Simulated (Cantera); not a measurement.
A Cantera script and what it prints.

```python
import numpy as np
import cantera as ct

gas_names = """
    H2 N H2O
""".split()
cond_names = """
    ZrO2(a) ZrO2(b) ZrO2(L) ZrN(s) ZrN(L)
""".split()


def load(file, names, dense=False):
    # The tables refer to 1 bar. Condensed volumes are neglected.
    table = {s.name: s for s in ct.Species.list_from_file(file)}
    out = []
    for n in names:
        d = dict(table[n].input_data)
        d["thermo"] = dict(d["thermo"], **{"reference-pressure": 1e5})
        if dense:
            d["equation-of-state"] = {"model": "constant-volume", "density": "1e6 g/cm^3"}
        out.append(ct.Species.from_dict(d))
    return out


species = {s.name: s for s in load("nasa_gas.yaml", gas_names) + load("nasa_condensed.yaml", cond_names)}
# Each term lists the table entries of one substance; the one whose range holds T is used.
reactions = {
    'ZrO2 + 2 H2(g) + N(g) = ZrN + 2 H2O(g)':
        [(-1, ['ZrO2(a)', 'ZrO2(b)', 'ZrO2(L)']), (-2, ['H2']), (-1, ['N']), (1, ['ZrN(s)', 'ZrN(L)']), (2, ['H2O'])],
}


def pick(names, T):
    return next(species[n] for n in names if species[n].thermo.min_temp <= T <= species[n].thermo.max_temp)


results = []
for label, terms in reactions.items():
    print(label)
    print("     T/K   dH/kJ  dS/(J/K)   dG/kJ   log10 K")
    for T in [300, 1700, 1750, 1800, 1850, 1900]:
        used = [(nu, pick(names, T)) for nu, names in terms]
        dH = sum(nu * s.thermo.h(T) for nu, s in used) / 1e6
        dS = sum(nu * s.thermo.s(T) for nu, s in used) / 1e3
        dG = dH - T * dS / 1e3
        logK = -dG * 1e6 / (ct.gas_constant * T * np.log(10))
        results.append((label, T, dH, dS, dG, logK, [s.name for _, s in used]))
        print(f"{T:8g} {dH:8.1f} {dS:8.1f} {dG:8.1f} {logK:8.2f}")
```

Output:

```
ZrO2 + 2 H2(g) + N(g) = ZrN + 2 H2O(g)
     T/K   dH/kJ  dS/(J/K)   dG/kJ   log10 K
     300   -224.2    -48.6   -209.6    36.49
    1700   -259.0    -93.9    -99.3     3.05
    1750   -259.3    -94.1    -94.6     2.83
    1800   -259.4    -94.2    -89.9     2.61
    1850   -259.6    -94.2    -85.2     2.41
    1900   -259.7    -94.3    -80.5     2.21
```

Cantera with NASA thermochemical tables; ideal gases at 1 bar, condensed phases pure. ZrN: taken at fixed stoichiometry. Condensed species are held in their standard states even where they would react or evaporate.
